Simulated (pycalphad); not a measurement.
Source of the numbers: pycalphad with the COST 507 light-alloy database (1999); pressure 1 atm. The data set is of 1999 and partly superseded.

Molar enthalpy of Al-0.5979Si-1.804Fe (wt.%) in equilibrium (SER reference):

| T (K) | H (kJ/mol) | phases |
|---|---|---|
| 1850 | 57.35 | liquid |
| 1770 | 54.80 | liquid |
| 1690 | 52.25 | liquid |
| 1610 | 49.71 | liquid |
| 1530 | 47.16 | liquid |
| 1450 | 44.62 | liquid |
| 1370 | 42.08 | liquid |
| 1290 | 39.54 | liquid |
| 1210 | 37.00 | liquid |
| 1130 | 34.46 | liquid |
| 1050 | 31.92 | liquid |
| 970 | 29.38 | liquid |
| 930 | 28.11 | liquid |
| 890 | 15.75 | fcc + ALFESI_ALPHA + AL13FE4 |
| 850 | 14.42 | fcc + ALFESI_ALPHA |
| 810 | 13.15 | fcc + ALFESI_ALPHA |
| 730 | 10.68 | fcc + ALFESI_ALPHA + ALFESI_BETA |
| 650 | 8.31 | fcc + ALFESI_ALPHA + ALFESI_BETA |
| 570 | 6.04 | fcc + ALFESI_ALPHA + ALFESI_BETA |

Cooling from 930 K to 890 K, across the freezing range, releases 12.4 kJ/mol, or 454 J/g. The slope is 32 J/(mol K) in the liquid and 33 J/(mol K) just below the solidus, where it includes any heat of precipitation. Liquidus 924 K, solidus 905 K. Changes were sought between steps of 40 K, so a narrower field can be missed.

Database names, with the compositions (at.%) that they take in these runs: ALFESI_ALPHA: Al 71-74 Fe 19 Si 7-10; AL13FE4: Al 76 Fe 24; ALFESI_BETA: Al 70 Si 15 Fe 15.
